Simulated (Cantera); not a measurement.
Input: 1 mol Si₂Cl₆, 23 mol NH₃, at 773.15 K and 0.0100 bar.

Method: chemical equilibrium by Gibbs-energy minimisation in Cantera with the NASA 1993 tables (ideal gas, pure condensed phases). Candidate condensed phases: NH₄Cl, Si, Si₃N₄; 28 gas species. The feed counts by its element totals alone. Rates play no part.

Base state: H₂ 0.662, N₂ 0.214, HCl 0.125, SiCl₄ 0.000338 (mole fractions); condensed: Si₃N₄(s).

Task: What changes in the equilibrium state with this change: NH₃ from 23 to 6.3 mol?

Result: 
```
species          before    after
-------------  --------  -------
H₂                0.662    0.513
HCl               0.125    0.312
N₂                0.214    0.147
SiCl₄          0.000338   0.0282
SiHCl₃          1.13e-6  2.93e-5
Si₃N₄(s), mol     0.661    0.534
```

Task: What changes in the equilibrium state with this change: NH₃ from 23 to 6.1 mol?

Result: 
```tsv
species	before	after
H₂	0.662	0.509
HCl	0.125	0.315
N₂	0.214	0.145
SiCl₄	0.000338	0.0304
SiHCl₃	1.13e-6	3.09e-5
Si₃N₄(s), mol	0.661	0.527
```
